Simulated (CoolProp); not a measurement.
Vapour-liquid equilibrium of R113 (1) + acetone (2) at 132.35 °C; x and y are mole fractions of (1).

Values from CoolProp's multi-fluid Helmholtz-energy mixture model, Marx 1992 and Lemmon 2006; pair parameters Bell 2016.

Task: Give the bubble pressure and the first vapour's composition at x = 0.05, 0.2, 0.65. Is there an azeotrope?

Result: x = 0.05: 8.326 bar, y = 0.083; x = 0.2: 9.163 bar, y = 0.270; x = 0.65: 9.920 bar, y = 0.633. y crosses x between x = 0.5 and 0.65: the model has an azeotrope there.

The pair parameters rest on a limited set of measurements; away from them the model extrapolates.
